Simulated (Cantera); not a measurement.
Feed: 1 mol Cu2O, 82 mol H2, 2.1 mol N2, at 11.0 Pa.

Equilibrium computed with Cantera from the NASA thermochemical tables; the gas is ideal and each condensed phase is pure. Candidate condensed phases: Cu, CuO, Cu(OH)2, Cu2O, H2O; 27 gas species. Rates play no part.

x: gas mole fraction; n: condensed amount in mol.

```
T (K)   x H2       x H    x N2     x Cu   x H2O      x OH  n Cu(s)
-----  -----  --------  ------  -------  ------  --------  -------
948    0.963   4.91e-8  0.0250  1.57e-8  0.0119    <1e-12     2.00
1048   0.963   7.23e-7  0.0250  8.89e-7  0.0119  2.81e-11     2.00
1148   0.963   6.70e-6  0.0250  2.47e-5  0.0119  4.94e-10     2.00
1248   0.963       ___  0.0250      ___  0.0119       ___     1.97
1348   0.959  0.000216  0.0249  0.00426  0.0118   4.29e-8     1.64
1448   0.940  0.000852  0.0244   0.0232  0.0116   2.50e-7        0
1548   0.938       ___  0.0244   0.0232  0.0116       ___        0
1648   0.933   0.00820  0.0243   0.0231  0.0116   4.57e-6        0
1748   0.920    0.0209  0.0241   0.0230  0.0115   1.52e-5        0
1848   0.894    0.0478  0.0238   0.0227  0.0113   4.44e-5        0
```

Q: What belongs in the gaps?

A: 
- 1248, x H: 4.37e-5
- 1248, x Cu: 0.000401
- 1248, x OH: 5.51e-9
- 1548, x H: 0.00284
- 1548, x OH: 1.17e-6
